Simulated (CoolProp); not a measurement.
Vapour-liquid equilibrium of n-octane (1) + m-xylene (2) at 206.15 °C; x and y are mole fractions of (1).

Model: multi-fluid Helmholtz-energy mixture model, Beckmüller 2019 and Zhou 2012; pair parameters Bell 2016, in CoolProp.

```json
[
 {"x": "0.05", "bubble pressure, mixture model (MPa)": "0.4707", "bubble pressure, Raoult's law (MPa)": "0.4688", "y, mixture model": "0.067", "y, Raoult's law": "0.066"},
 {"x": "0.15", "bubble pressure, mixture model (MPa)": "0.4893", "bubble pressure, Raoult's law (MPa)": "0.4845", "y, mixture model": "0.191", "y, Raoult's law": "0.191"},
 {"x": "0.25", "bubble pressure, mixture model (MPa)": "0.5071", "bubble pressure, Raoult's law (MPa)": "0.5002", "y, mixture model": "0.305", "y, Raoult's law": "0.309"},
 {"x": "0.35", "bubble pressure, mixture model (MPa)": "0.5240", "bubble pressure, Raoult's law (MPa)": "0.5159", "y, mixture model": "0.411", "y, Raoult's law": "0.419"},
 {"x": "0.45", "bubble pressure, mixture model (MPa)": "0.5402", "bubble pressure, Raoult's law (MPa)": "0.5316", "y, mixture model": "0.511", "y, Raoult's law": "0.523"},
 {"x": "0.55", "bubble pressure, mixture model (MPa)": "0.5556", "bubble pressure, Raoult's law (MPa)": "0.5473", "y, mixture model": "0.606", "y, Raoult's law": "0.621"},
 {"x": "0.65", "bubble pressure, mixture model (MPa)": "0.5704", "bubble pressure, Raoult's law (MPa)": "0.5630", "y, mixture model": "0.698", "y, Raoult's law": "0.713"},
 {"x": "0.75", "bubble pressure, mixture model (MPa)": "0.5847", "bubble pressure, Raoult's law (MPa)": "0.5787", "y, mixture model": "0.786", "y, Raoult's law": "0.801"},
 {"x": "0.85", "bubble pressure, mixture model (MPa)": "0.5984", "bubble pressure, Raoult's law (MPa)": "0.5944", "y, mixture model": "0.873", "y, Raoult's law": "0.884"},
 {"x": "0.95", "bubble pressure, mixture model (MPa)": "0.6115", "bubble pressure, Raoult's law (MPa)": "0.6101", "y, mixture model": "0.958", "y, Raoult's law": "0.962"}
]
```

The largest gap from Raoult's law is +1.6 % in bubble pressure, at x = 0.45. No azeotrope shows between x = 0.05 and 0.95.

The pair parameters rest on a limited set of measurements; away from them the model extrapolates.
